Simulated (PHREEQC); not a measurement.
Solution (25 °C): 69 mmol/kgw NH4F, 0.067 mmol/kgw Na2CO3 and 5.3 mmol/kgw LiF. Closed to the air; pH follows from the charge balance.

All values are PHREEQC results (ion-association model, wateq4f.dat), not measurements.

Each row changes one thing in this solution. No solid was allowed to form.

```tsv
case	pH	HCO3- (mol/kgw)	HF (mol/kgw)	CO2 (mol/kgw)	HF2- (mol/kgw)	NaF (mol/kgw)	SI of Nahcolite (NaHCO3)	SI of Natron (Na2CO3:10H2O)
as made	6.58	4.55e-5	2.28e-5	2.15e-5	6.60e-6	3.44e-6	-7.87	-14.85
NH4F left out	9.68	5.21e-5	1.52e-9	2.25e-8	3.10e-11	3.48e-7	-7.68	-11.47
Na2CO3 from 6.7e-05 to 3.35e-05 mol/kgw	6.44	2.04e-5	3.09e-5	1.31e-5	8.97e-6	1.72e-6	-8.52	-15.93
NH4F from 0.069 to 0.138 mol/kgw	___	4.25e-5	5.24e-5	2.45e-5	2.98e-5	5.72e-6	-7.95	-15.08
NH4F from 0.069 to 0.0759 mol/kgw	6.56	4.49e-5	2.58e-5	2.21e-5	8.18e-6	3.69e-6	-7.88	-14.89
temperature from 25 to 30 °C	6.48	4.28e-5	3.14e-5	2.42e-5	9.42e-6	3.43e-6	___	-15.13
LiF replaced by NH4HF2 at the same molality	4.34	8.03e-7	0.00391	6.62e-5	0.00112	3.40e-6	-9.62	-18.84
```

Question: What belongs in the gaps?

Answer: 
- NH4F from 0.069 to 0.138 mol/kgw, pH: 6.46
- temperature from 25 to 30 °C, SI of Nahcolite (NaHCO3): -7.94

Species that the database lacks are ignored.
